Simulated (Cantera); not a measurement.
Feed: 1 mol SiCl₄, 0.17 mol C₂H₄, 27 mol H₂, at 2623.15 K and 75.0 Torr.

Cantera equilibrium calculation (NASA polynomials, part measured and part estimated; ideal gas, pure solids and liquids). Candidate condensed phases: C, C₆H₆, C₇H₈, C₈H₁₈, Si, SiC; 109 gas species. The tables' values for SiCl are old estimates; treat these amounts as uncertain. Gases not in the tables: Si₂H₆ and higher silanes. The numbers say what is thermodynamically allowed, not how fast it happens.

Base state: H₂ 0.737, H 0.114, HCl 0.104, Si 0.0200, Cl 0.0113, SiCl₂ 0.00344, C₂H₂ (acetylene) 0.00301, SiCl 0.00229 (mole fractions); condensed: gas only.

### Question
What changes in the equilibrium state with this change: H₂ from 27 to 2.2 mol?

### Answer
```
species            before    after
----------------  -------  -------
HCl                 0.104    0.400
H₂                  0.737    0.260
SiCl₂             0.00344    0.147
SiCl              0.00229   0.0151
Cl                 0.0113   0.0731
H                   0.114   0.0680
Si                 0.0200   0.0204
SiCl₃             5.82e-6  0.00161
Cl₂               6.10e-7  2.56e-5
C₂HCl             5.89e-6  9.83e-5
C(graphite), mol        0    0.203
```
The tables' values for SiCl, SiCl₃ are old estimates; treat these amounts as uncertain.

### Question
What changes in the equilibrium state with this change: H₂ from 27 to 240 mol?

### Answer
```csv
species,before,after
H₂,0.737,0.857
H,0.114,0.123
HCl,0.104,0.0139
Si,0.0200,0.00345
Cl,0.0113,0.00140
SiCl₂,0.00344,9.18e-6
Si₂C,0.00103,1.25e-5
```

### Question
What changes in the equilibrium state with this change: pressure from 75.0 Torr to 11.3 Torr?

### Answer
```tsv
species	before	after
H₂	0.737	0.593
H	0.114	0.265
HCl	0.104	0.0845
Cl	0.0113	0.0264
Si	0.0200	0.0237
SiH₂	0.000201	2.88e-5
C₃	3.41e-6	2.34e-5
SiCl₂	0.00344	0.000501
C	4.01e-6	2.70e-5
```
